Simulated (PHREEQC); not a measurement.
Solution (25 °C): 22 mmol/kgw NiSO4. Closed to the air; pH follows from the charge balance.

Computed with PHREEQC (ion-association model, wateq4f.dat).

Each row changes one thing in this solution. Precipitation was switched off in this run.

```
case                                            pH  ionic strength (mol/kgw)  SO4-2 (mol/kgw)  HSO4- (mol/kgw)
--------------------------------------------  ----  ------------------------  ---------------  ---------------
as made                                       6.13                    0.0573           0.0143          5.67e-7
0.00059 mol/kgw Cs2SO4 added                  6.13                       ___           0.0148          5.76e-7
NiSO4 from 0.022 to 0.22 mol/kgw              5.96                     0.409            0.102          3.57e-6
NiSO4 from 0.022 to 0.0242 mol/kgw            6.12                    0.0623           0.0156          6.16e-7
0.0084 mol/kgw NaH2PO4 added                  4.73                    0.0669           0.0145          1.37e-5
temperature from 25 to 90 °C                   ___                    0.0531           0.0133              ___
NiSO4 replaced by ZnSO4 at the same molality  5.67                    0.0524           0.0123          1.42e-6
NiSO4 from 0.022 to 0.0198 mol/kgw            6.14                    0.0523              ___          5.17e-7
```

**Question.** Complete the blanks.

**Answer.** 
- 0.00059 mol/kgw Cs2SO4 added, ionic strength (mol/kgw): 0.0587
- temperature from 25 to 90 °C, pH: 5.54
- temperature from 25 to 90 °C, HSO4- (mol/kgw): 1.04e-5
- NiSO4 from 0.022 to 0.0198 mol/kgw, SO4-2 (mol/kgw): 0.0131

Species that the database lacks are ignored. Some of these states are supersaturated (in Ni3(PO4)2, for instance). H3PO4, which wateq4f.dat lacks, is added to it with the constant of phreeqc.dat. Away from 25 °C the constants follow the database's enthalpies or fits; those with neither stay at their 25 °C values. The database has no phosphate complexes of Ni.
